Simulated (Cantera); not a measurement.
A closed system holds: 1 mol Cu₂O, 25 mol H₂, held at 3.70 mbar.

These are equilibrium values from Cantera (NASA tables, ideal gas, pure condensed phases), not measurements of a reactor. Candidate condensed phases: Cu, CuO, Cu(OH)₂, Cu₂O, H₂O; 12 gas species. Equilibrium is a limit: real reactors are often held back by kinetics, nucleation or transport.

At 1802 °C, list the 6 most abundant gas species with their mole fractions, and the condensed phases.

H₂ 0.851, Cu 0.0725, H 0.0404, H₂O 0.0361, OH 0.000196, Cu₂ 1.22e-5. Condensed: gas only.
